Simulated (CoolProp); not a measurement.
Properties of CF4 (R14) along the isobar 18.4 bar (Tc = -45.8 °C, pc = 37.62 bar, ω = 0.178).

Model: reference Helmholtz-energy equation of state, Platzer 1990, in CoolProp. This equation is an older, rougher fit.

| T (°C) | phase | cv (kJ/(kg K)) | expansivity (1/kK) | fugacity coefficient |
|---|---|---|---|---|
| -54.45 | gas | 0.5116 | 10.24 | 0.8166 |
| -23.25 | gas | 0.5395 | 6.282 | 0.8801 |
| 8.05 | gas | 0.5817 | 4.803 | 0.9191 |
| 39.35 | gas | 0.6252 | 3.974 | 0.9450 |
| 70.55 | gas | 0.6662 | 3.427 | 0.9628 |
| 101.85 | gas | 0.7035 | 3.029 | 0.9756 |
| 133.05 | gas | 0.7363 | 2.724 | 0.9850 |
| 164.35 | gas | 0.7652 | 2.480 | 0.9920 |
| 195.55 | gas | 0.7905 | 2.281 | 0.9974 |
| 226.85 | gas | 0.8136 | 2.113 | 1.002 |
